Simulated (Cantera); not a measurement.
## NO annealing gas

An isothermal, constant-pressure homogeneous reactor starts with NO : N2 : H2O = 1 : 10 : 0.13 (molar parts), at 2100 K and 750 Torr.

Computed with Cantera and GRI-Mech 3.0 (53 species, 325 reactions).

| t (s) | x NO | x O2 | x O | x N2O | x NO2 | x N2 |
|---|---|---|---|---|---|---|
| 0.000800 | 0.0898 | 1.08e-5 | 8.06e-6 | 3.80e-6 | 4.31e-6 | 0.898 |
| 0.00224 | 0.0897 | 0.000160 | 1.86e-5 | 3.53e-6 | 5.04e-6 | 0.898 |
| 0.00626 | 0.0892 | 0.000393 | 3.10e-5 | 3.38e-6 | 5.91e-6 | 0.898 |
| 0.0175 | 0.0880 | 0.000919 | 4.53e-5 | 3.29e-6 | 8.76e-6 | 0.899 |
| 0.0490 | 0.0849 | 0.00241 | 7.14e-5 | 3.11e-6 | 1.35e-5 | 0.901 |
| 0.137 | 0.0765 | 0.00651 | 0.000115 | 2.61e-6 | 1.99e-5 | 0.905 |
| 0.383 | 0.0560 | 0.0167 | 0.000182 | 1.53e-6 | 2.32e-5 | 0.915 |
| 1.07 | 0.0231 | 0.0331 | 0.000255 | 4.90e-7 | 1.35e-5 | 0.932 |
| 3.00 | 0.00608 | 0.0416 | 0.000285 | 3.03e-7 | 3.97e-6 | 0.940 |
x: mole fraction; the columns are a selection and need not sum to one.

Equilibrium at this temperature and pressure: NO 0.00489, O2 0.0422, O 0.000287, N2O 2.98e-7, NO2 3.22e-6, N2 0.941 (gas phase only).
